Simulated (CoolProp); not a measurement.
Computed with CoolProp (reference Helmholtz-energy equation of state, Lemmon 2006). It is a short technical equation, of lower accuracy than the large ones.

For nitrous oxide, give the phase and the density (kg/m³), cp (kJ/(kg K)), cv (kJ/(kg K)), expansivity (1/kK) at 80.65 °C and 24.1 bar; 80.65 °C and 36.2 bar.


- 80.65 °C and 24.1 bar: gas; density 39.1, cp 1.04, cv 0.766, expansivity 3.67
- 80.65 °C and 36.2 bar: gas; density 61.4, cp 1.11, cv 0.781, expansivity 4.25
